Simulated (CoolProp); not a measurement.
Fluorine at several states: fugacity coefficient from the reference equation and from simpler models built on Tc = 144.4 K, pc = 5.240 MPa, ω = 0.045; each cubic takes its own stable root.

Computed with CoolProp (reference Helmholtz-energy equation of state, de Reuck 1990).

| T (K) | p (MPa) | phase | reference |
|---|---|---|---|
| 115.3 | 16 | liquid | 0.1029 |
| 126.6 | 1.84 | gas | 0.8279 |
| 59 | 0.581 | liquid | 0.002041 |
| 219.3 | 0.0764 | gas | 0.9988 |

**Question.** How far does each simpler model (van der Waals, Redlich-Kwong, Soave-Redlich-Kwong, Peng-Robinson) lie from the reference over these 4 states: mean and median of the absolute difference, and the worst?

**Answer.** 
- van der Waals: mean 692.6 %, median 40.7 %, worst +2688.8 % at 59 K and 0.581 MPa
- Redlich-Kwong: mean 16.3 %, median 1.6 %, worst -62.0 % at 59 K and 0.581 MPa
- Soave-Redlich-Kwong: mean 0.9 %, median 0.6 %, worst +2.4 % at 115.3 K and 16 MPa
- Peng-Robinson: mean 6.0 %, median 2.8 %, worst +18.4 % at 59 K and 0.581 MPa
